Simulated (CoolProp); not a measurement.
A closed Brayton cycle with nitrogen: compressor inlet 327.15 K and 5.7 MPa, high pressure 14.7 MPa, turbine inlet 865 K, compressor efficiency 0.8, turbine efficiency 0.9, recuperator effectiveness 0 (on enthalpy, no pinch check). Each further row changes one setting.

Model: reference Helmholtz-energy equation of state, Span 2000, in CoolProp.

```csv
case,thermal efficiency (%),net work (kJ/kg),compressor to turbine work,compressor exit (K),turbine exit (K)
as stated,13.9,64.3,0.68,455.4,691.3
turbine inlet 815 K,13.0,…,0.72,455.4,…
compressor inlet 337.15 K,…,59.9,…,469.2,691.3
high pressure 12.5 MPa,…,59.6,…,430.9,718.5
recuperator effectiveness 0.5,19.3,64.3,0.68,455.4,691.3
```

Task: Some entries are withheld; supply them.

Result: 
- turbine inlet 815 K, net work (kJ/kg): 52.6
- turbine inlet 815 K, turbine exit (K): 649.8
- compressor inlet 337.15 K, thermal efficiency (%): 13.4
- compressor inlet 337.15 K, compressor to turbine work: 0.70
- high pressure 12.5 MPa, thermal efficiency (%): 12.2
- high pressure 12.5 MPa, compressor to turbine work: 0.65
